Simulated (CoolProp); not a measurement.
Computed with CoolProp (reference Helmholtz-energy equation of state, Span 2000).

Question: For nitrogen, give the phase and the Z, cv (kJ/(kg K)) at 141.5 K and 2.12 MPa.

Answer: 
- 141.5 K and 2.12 MPa: gas; Z 0.839, cv 0.806
